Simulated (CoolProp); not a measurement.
Properties of n-nonane at several states (Tc = 594.5 K, pc = 2282 kPa, ω = 0.443).

Model: reference Helmholtz-energy equation of state, Lemmon 2006, in CoolProp. It is a short technical equation, of lower accuracy than the large ones.

```csv
T (K),p (kPa),phase,Z,isothermal compressibility (1/MPa),fugacity coefficient
246.5,1520,liquid,0.1259,0.0008222,7.134e-6
264.2,220,liquid,0.01734,0.0009385,0.0002248
435.2,37.6,gas,0.9812,27.11,0.9816
325.9,17.8,liquid,0.001217,0.001468,0.1559
350,958,liquid,0.06267,0.001742,0.009354
445,27.6,gas,0.9874,36.70,0.9876
```
